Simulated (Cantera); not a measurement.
## Counterflow diffusion flame

A counterflow diffusion flame at 2.80 bar, nozzles 20 mm apart: fuel side 45.5 % CH4, 54.5 % N2 at 350 K, oxidiser side 18.0 % O2, 82.0 % N2 at 650 K, fuel mass flux 0.99 times the oxidiser's; mixture-averaged transport, no radiation.

Detailed kinetics in Cantera: GRI-Mech 3.0 (53 species, 325 reactions). GRI-Mech 3.0 has no aromatics or soot, which form on the fuel side of real flames. The maximum strain rate includes the flame's own expansion and is several times the mean.

| oxidiser flux (kg/m²/s) | max strain (1/s) | mean strain (1/s) | T max (K) | peak x OH | peak x H | peak x NO | peak x CO | peak x C2H2 |
|---|---|---|---|---|---|---|---|---|
| 0.7 | 166 | 39.5 | 2023 | 0.00387 | 0.00128 | 0.000176 | 0.0275 | 0.00576 |
| 0.89 | 207 | 50.2 | 2015 | 0.00392 | 0.00133 | 0.000166 | 0.0274 | 0.00528 |
| 1.1 | 252 | 62.0 | 2006 | 0.00396 | 0.00137 | 0.000156 | 0.0274 | 0.00485 |
| 1.4 | 316 | 78.9 | 1996 | 0.00398 | 0.00142 | 0.000143 | 0.0274 | 0.00440 |
| 1.8 | 401 | 101 | 1986 | 0.00401 | 0.00146 | 0.000129 | 0.0276 | 0.00399 |
| 2.3 | 507 | 130 | 1974 | 0.00400 | 0.00150 | 0.000114 | 0.0277 | 0.00360 |
| 3 | 653 | 169 | 1959 | 0.00397 | 0.00154 | 9.63e-5 | 0.0280 | 0.00320 |
| 3.8 | 819 | 214 | 1942 | 0.00388 | 0.00154 | 7.92e-5 | 0.0282 | 0.00282 |
| 4.8 | 1020 | 271 | 1922 | 0.00374 | 0.00153 | 6.20e-5 | 0.0285 | 0.00242 |
x: mole fraction; the columns are a selection and need not sum to one.
